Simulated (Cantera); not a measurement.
Stirred combustor or abatement burner

A perfectly stirred reactor is fed with 17.0 % CO, 1.19 % H2, 8.25 % O2, 73.5 % N2, 0.137 % CO2, at 1730 Torr; it is adiabatic with a 600 K inlet, and is followed from long to short residence time, starting on the burning branch (τ in s: 0.031, 0.016, 0.0081, 0.0041, 0.0021, 0.0011, 0.00055, 0.00028, 0.00014, 7.4e-05, 3.8e-05, 1.9e-05, 9.8e-06).

Detailed kinetics in Cantera: GRI-Mech 3.0 (53 species, 325 reactions). The hydrogen kinetics of GRI-Mech 3.0 are dated; newer H2 mechanisms differ, most at raised pressure.

| τ (s) | T (K) | x CO | x H2 | x O2 | x H | x CO2 |
|---|---|---|---|---|---|---|
| 0.031 | 1863 | 0.0279 | 0.000502 | 0.00483 | 0.000398 | 0.157 |
| 0.016 | 1836 | 0.0311 | 0.000568 | 0.00639 | 0.000573 | 0.154 |
| 0.0081 | 1802 | 0.0351 | 0.000650 | 0.00830 | 0.000839 | 0.149 |
| 0.0041 | 1760 | 0.0397 | 0.000744 | 0.0105 | 0.00123 | 0.144 |
| 0.0021 | 1711 | 0.0450 | 0.000843 | 0.0130 | 0.00176 | 0.138 |
| 0.0011 | 1652 | 0.0512 | 0.000936 | 0.0160 | 0.00244 | 0.131 |
| 0.00055 | 1572 | 0.0599 | 0.00102 | 0.0201 | 0.00322 | 0.122 |
| 0.00028 | 1444 | 0.0761 | 0.00109 | 0.0283 | 0.00327 | 0.104 |
| 0.00014 | 600 | 0.170 | 0.0119 | 0.0825 | <1e-12 | 0.00137 |
| 7.4e-5 | 600 | 0.170 | 0.0119 | 0.0825 | <1e-12 | 0.00137 |
| 3.8e-5 | 600 | 0.170 | 0.0119 | 0.0825 | <1e-12 | 0.00137 |
| 1.9e-5 | 600 | 0.170 | 0.0119 | 0.0825 | <1e-12 | 0.00137 |
| 9.8e-6 | 600 | 0.170 | 0.0119 | 0.0825 | <1e-12 | 0.00137 |
x: mole fraction; the columns are a selection and need not sum to one.
